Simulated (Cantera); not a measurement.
Charge: 1 mol SiO2, 0.046 mol Si, 0.27 mol H2, equilibrated at 101000 Pa.

Method: chemical equilibrium by Gibbs-energy minimisation in Cantera with the NASA 1993 tables (ideal gas, pure condensed phases). Candidate condensed phases: H2O, Si, SiO2; 18 gas species. The tables hold silica as quartz up to 1696 K and as liquid above; real silica turns to tridymite and cristobalite and melts near 1996 K. Equilibrium is a limit: real reactors are often held back by kinetics, nucleation or transport.

Question: At 2225 K, list the 4 most abundant gas species with their mole fractions, and the condensed phases.

Answer: H2 0.733, SiO 0.257, H 0.00551, H2O 0.00467. Condensed: SiO2(l).
